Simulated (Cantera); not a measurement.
Charge: 1 mol SiF4, 36 mol NH3, 0.13 mol H2, equilibrated at 1.00 bar.

Cantera equilibrium calculation (NASA polynomials, part measured and part estimated; ideal gas, pure solids and liquids). Candidate condensed phases: Si, Si3N4; 37 gas species. The tables' values for SiF3, SiF2 are old estimates; treat these amounts as uncertain. The numbers say what is thermodynamically allowed, not how fast it happens.

x: gas mole fraction; n: condensed amount in mol.

```tsv
T (K)	x H2	x N2	x SiF4	x HF	n Si3N4(s)
800	0.739	0.246	0.0137	4.09e-5	0.000196
875	0.740	0.246	0.0136	9.79e-5	0.000466
950	0.740	0.246	0.0136	0.000203	0.000964
1025	0.740	0.246	0.0135	?	?
1100	0.740	0.246	0.0134	0.000646	0.00301
1175	0.739	0.246	0.0132	0.00103	0.00472
1250	0.739	0.246	0.0130	0.00154	0.00693
1325	0.739	0.246	0.0127	0.00220	0.00953
1400	0.738	0.246	0.0122	0.00301	0.0123
1475	0.737	0.246	0.0116	?	?
1550	0.736	0.245	0.0107	0.00505	0.0160
```

Q: Complete the blanks.

A: 
- 1475, x HF: 0.00396
- 1475, n Si3N4(s): 0.0147
- 1025, x HF: 0.000379
- 1025, n Si3N4(s): 0.00178
